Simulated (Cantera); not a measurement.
Ignition delay

Mixture: 5.85 % CH4, 19.8 % O2, 74.3 % N2, at 0.900 bar, adiabatic and at constant pressure. Ignition delay is the time to a rise of 400 K.

Computed with Cantera and GRI-Mech 3.0 (53 species, 325 reactions).

| T0 (K) | delay (ms) |
|---|---|
| 1000 | 943 |
| 1100 | 173 |
| 1200 | 37.8 |
| 1300 | 9.69 |
| 1400 | 2.93 |
| 1500 | 1.06 |
| 1600 | 0.452 |
| 1700 | 0.221 |
| 1800 | 0.120 |
| 1900 | 0.0699 |

```json
{
  "apparent activation energy between 1700 and 1900 K": "150 kJ/mol"
}
```
